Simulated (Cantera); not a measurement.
Standard-state values (1 bar) from the NASA 1993 polynomials, evaluated with Cantera. Values are per mole of reaction as written; species without (g) are pure solids or liquids, kept so even where they would boil at 1 bar.

### Question
Between 1748 and 2148 K, where is each reaction favourable under standard conditions?
- N2O(g) + Pb → N2(g) + PbO(g)

### Answer
- N2O(g) + Pb → N2(g) + PbO(g): ΔG° is -241 kJ at 1748 K and -288 kJ at 2148 K; it stays negative (K > 1). ΔH° is -42 kJ and ΔS° 114 J/K at 2148 K.
